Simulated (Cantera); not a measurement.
Cantera run, input and output.

```python
import numpy as np
import cantera as ct

gas = ct.Solution("gri30.yaml")
gas.TPX = 1475, 130000, {'CH4': 1, 'O2': 1.05, 'N2': 3.96}
reactor = ct.IdealGasReactor(gas, energy="on", clone=False)
net = ct.ReactorNet([reactor])
net.rtol, net.atol = 1e-08, 1e-16
show = ['CH4', 'O2', 'CO2', 'H', 'CH2O', 'HCO', 'NO']
times = np.geomspace(2e-06, 0.3, 13)

steps = ct.SolutionArray(gas, extra=["t"])
rows = []
print(f"{'t/s':>10s}{'T/K':>9s}{'P/Pa':>11s}" + "".join(f"{s:>11s}" for s in show))
for t in times:
    while net.time < t:
        t_next = net.step()
        steps.append(gas.state, t=t_next)
    rows.append([np.interp(t, steps.t, y) for y in (steps.T, steps.P, *steps(*show).X.T)])
    print(f"{t:10.3e}{rows[-1][0]:9.1f}{rows[-1][1]:11.4g}" + "".join(f"{x:11.3e}" for x in rows[-1][2:]))
rate = np.gradient(steps.T, steps.t)
print("integrator steps:", len(steps.t))
if steps.T.max() > steps.T[0] + 200:
    print(f"time of steepest temperature rise: {steps.t[rate.argmax()]:.4e} s")
gas.TPX = 1475, 130000, {'CH4': 1, 'O2': 1.05, 'N2': 3.96}
gas.equilibrate("UV")
print(f"equilibrium (UV): T = {gas.T:.1f} K  " + "  ".join(f"{s} {gas[s].X[0]:.3e}" for s in show))
```

Output:

```
       t/s      T/K       P/Pa        CH4         O2        CO2          H       CH2O        HCO         NO
 2.000e-06   1475.0    1.3e+05  1.664e-01  1.747e-01  6.266e-14  8.412e-09  2.432e-09  1.989e-14  2.497e-17
 5.400e-06   1475.0    1.3e+05  1.664e-01  1.747e-01  7.867e-13  8.849e-09  1.950e-08  1.665e-13  9.285e-17
 1.458e-05   1475.0    1.3e+05  1.664e-01  1.747e-01  1.319e-11  1.023e-08  1.598e-07  1.453e-12  3.457e-16
 3.936e-05   1475.0    1.3e+05  1.664e-01  1.747e-01  3.239e-10  1.559e-08  1.491e-06  1.599e-11  1.673e-15
 1.063e-04   1474.9    1.3e+05  1.663e-01  1.747e-01  1.079e-08  3.979e-08  1.631e-05  2.709e-10  1.242e-14
 2.869e-04   1475.8  1.301e+05  1.660e-01  1.745e-01  2.900e-07  1.250e-07  1.480e-04  4.668e-09  1.095e-13
 7.746e-04   1485.2  1.309e+05  1.637e-01  1.731e-01  4.478e-06  5.291e-07  8.906e-04  5.410e-08  9.751e-13
 2.091e-03   2786.5  2.878e+05  2.383e-11  1.362e-04  1.715e-02  1.732e-02  2.021e-08  6.031e-07  6.706e-04
 5.646e-03   2785.8  2.877e+05  2.401e-11  1.352e-04  1.714e-02  1.729e-02  2.022e-08  6.024e-07  7.753e-04
 1.524e-02   2785.8  2.877e+05  2.401e-11  1.352e-04  1.714e-02  1.729e-02  2.022e-08  6.024e-07  7.754e-04
 4.116e-02   2785.8  2.877e+05  2.401e-11  1.352e-04  1.714e-02  1.729e-02  2.022e-08  6.024e-07  7.754e-04
 1.111e-01   2785.8  2.877e+05  2.401e-11  1.352e-04  1.714e-02  1.729e-02  2.022e-08  6.024e-07  7.754e-04
 3.000e-01   2785.8  2.877e+05  2.401e-11  1.352e-04  1.714e-02  1.729e-02  2.022e-08  6.024e-07  7.754e-04
integrator steps: 1967
time of steepest temperature rise: 1.5668e-03 s
equilibrium (UV): T = 2785.8 K  CH4 2.709e-11  O2 1.352e-04  CO2 1.714e-02  H 1.729e-02  CH2O 2.022e-08  HCO 6.024e-07  NO 7.754e-04
```

Cantera simulation using GRI-Mech 3.0 (53 species, 325 reactions); the numbers are that mechanism's predictions, not measurements.
